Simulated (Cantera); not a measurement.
A closed system holds: 1 mol Al, 0.3 mol CO, 2.7 mol N2, held at 0.0100 bar.

Cantera equilibrium calculation (NASA polynomials, part measured and part estimated; ideal gas, pure solids and liquids). Candidate condensed phases: Al, AlN, Al2O3, C; 32 gas species. Mutual solubility and eutectic melting of coexisting phases are not modelled. The numbers say what is thermodynamically allowed, not how fast it happens.

x: gas mole fraction; n: condensed amount in mol.

```tsv
T (°C)	x N2	x CO	x Al	x CO2	n AlN(s)	n Al2O3(s)	n C(graphite)
750	1.000	5.53e-5	<1e-12	1.09e-11	0.800	0.1000	0.300
800	1.000	0.000198	<1e-12	5.49e-11	0.800	0.0998	0.300
850	0.999	0.000629	<1e-12	2.39e-10	0.801	0.0995	0.299
900	0.998	0.00181	<1e-12	9.13e-10	0.803	0.0986	0.296
950	0.995	0.00476	<1e-12	3.12e-9	0.807	0.0963	0.289
1000	0.988	0.0116	6.75e-12	9.64e-9	0.818	0.0911	0.273
1050	0.974	0.0262	6.67e-11	2.71e-8	0.841	(withheld)	0.239
1100	0.945	0.0555	5.61e-10	7.00e-8	0.888	(withheld)	0.167
1150	0.890	0.110	4.12e-9	1.65e-7	0.982	(withheld)	0.0267
1200	0.880	0.120	2.58e-8	1.22e-7	1.00	0	0
1250	0.880	0.120	1.43e-7	7.83e-8	1.00	0	0
1300	0.880	0.120	7.04e-7	5.18e-8	1.000	0	0
1350	0.880	0.120	3.15e-6	3.52e-8	1.000	0	0
1400	0.880	0.120	1.29e-5	2.45e-8	1.000	0	0
```

Problem. Complete the blanks.

Solution. 
- 1050, n Al2O3(s): 0.0796
- 1100, n Al2O3(s): 0.0558
- 1150, n Al2O3(s): 0.00889
